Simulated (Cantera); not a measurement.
An isothermal, constant-pressure homogeneous reactor starts with 1.30 % CH4, 98.7 % N2, at 1873 K and 16.5 Torr.

Computed with Cantera and GRI-Mech 3.0 (53 species, 325 reactions). GRI-Mech 3.0 stops at C3 and has no aromatics, soot or wall deposition, so with more carbon than oxygen in the feed, carbon stays in small species such as C2H2 where larger ones or solid carbon would form. Radical loss at walls, strong at low pressure, is not modelled.

x: mole fraction; the columns are a selection and need not sum to one.

```json
[
 {"t (s)": "3.00e-6", "x CH4": "0.0130", "x C2H6": "<1e-12", "x C2H2": "<1e-12", "x CH2": "<1e-12", "x C2H": "<1e-12", "x HCN": "<1e-12"},
 {"t (s)": "1.60e-5", "x CH4": "0.0130", "x C2H6": "<1e-12", "x C2H2": "<1e-12", "x CH2": "<1e-12", "x C2H": "<1e-12", "x HCN": "<1e-12"},
 {"t (s)": "8.57e-5", "x CH4": "0.0130", "x C2H6": "2.56e-12", "x C2H2": "<1e-12", "x CH2": "9.66e-11", "x C2H": "<1e-12", "x HCN": "<1e-12"},
 {"t (s)": "0.000458", "x CH4": "0.0130", "x C2H6": "4.77e-10", "x C2H2": "1.29e-10", "x CH2": "5.64e-9", "x C2H": "<1e-12", "x HCN": "3.47e-12"},
 {"t (s)": "0.00245", "x CH4": "0.0128", "x C2H6": "___", "x C2H2": "1.50e-7", "x CH2": "1.17e-7", "x C2H": "8.69e-12", "x HCN": "2.73e-10"},
 {"t (s)": "0.0131", "x CH4": "0.0116", "x C2H6": "___", "x C2H2": "0.000108", "x CH2": "1.69e-6", "x C2H": "1.76e-8", "x HCN": "6.26e-8"},
 {"t (s)": "0.0700", "x CH4": "0.00303", "x C2H6": "___", "x C2H2": "0.00455", "x CH2": "2.94e-6", "x C2H": "4.54e-7", "x HCN": "9.10e-6"},
 {"t (s)": "0.374", "x CH4": "0.000182", "x C2H6": "___", "x C2H2": "0.00627", "x CH2": "7.20e-7", "x C2H": "9.84e-7", "x HCN": "5.31e-5"},
 {"t (s)": "2.00", "x CH4": "3.46e-6", "x C2H6": "2.45e-12", "x C2H2": "0.00635", "x CH2": "3.32e-8", "x C2H": "1.51e-6", "x HCN": "0.000107"}
]
```

Q: Complete the blanks.

A: 
- 0.00245, x C2H6: 2.83e-8
- 0.0131, x C2H6: 7.14e-7
- 0.0700, x C2H6: 2.85e-7
- 0.374, x C2H6: 3.14e-9
